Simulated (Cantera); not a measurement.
Charge: 1 mol trisilylamine, 40 mol NH₃, 1.5 mol H₂, equilibrated at 0.0623 Torr.

Equilibrium computed with Cantera from the NASA thermochemical tables; the gas is ideal and each condensed phase is pure. Candidate condensed phases: Si, Si₃N₄; 18 gas species. The feed counts by its element totals alone. The tables' values for SiN are old estimates; treat these amounts as uncertain. Gases not in the tables: Si₂H₆ and higher silanes. The numbers say what is thermodynamically allowed, not how fast it happens.

x: gas mole fraction; n: condensed amount in mol.

```tsv
T (°C)	x H₂	x N₂	x H	x Si	x SiH	x Si₂	x Si₂N	n Si₃N₄(s)	n Si(s)	n Si(l)
475	0.781	0.219	2.79e-11	<1e-12	<1e-12	<1e-12	<1e-12	1.00	0	0
575	0.781	0.219	1.85e-9	<1e-12	<1e-12	<1e-12	<1e-12	1.00	0	0
675	0.781	0.219	5.09e-8	<1e-12	<1e-12	<1e-12	<1e-12	1.00	0	0
775	0.781	0.219	[?]	<1e-12	<1e-12	<1e-12	<1e-12	1.00	0	0
875	0.781	0.219	6.95e-6	9.64e-12	1.65e-12	<1e-12	<1e-12	1.00	0	0
975	0.781	0.219	4.53e-5	3.27e-9	2.94e-10	<1e-12	2.36e-12	1.00	0	0
1075	0.781	0.219	0.000224	4.64e-7	2.41e-8	3.62e-11	1.31e-9	1.000	0	0
1175	0.780	0.219	[?]	[?]	[?]	[?]	[?]	0.999	0	0
1275	0.760	0.237	0.00295	0.000383	8.05e-6	6.82e-7	2.84e-6	0	2.97	0
1375	0.753	0.235	0.00848	0.00310	4.51e-5	1.03e-5	1.74e-5	0	2.72	0
1475	0.730	0.230	0.0214	0.0175	0.000182	9.01e-5	6.78e-5	0	0	1.38
1575	0.695	0.224	0.0485	0.0321	0.000243	9.50e-5	3.46e-5	0	0	0
1675	0.651	0.218	0.100	0.0315	0.000178	3.24e-5	6.17e-6	0	0	0
1775	0.575	0.208	0.186	0.0302	0.000127	1.16e-5	1.22e-6	0	0	0
```

Task: What belongs in the gaps?

Result: 
- 775, x H: 7.49e-7
- 1175, x H: 0.000894
- 1175, x Si: 3.29e-5
- 1175, x SiH: 1.06e-6
- 1175, x Si₂: 2.68e-8
- 1175, x Si₂N: 2.98e-7
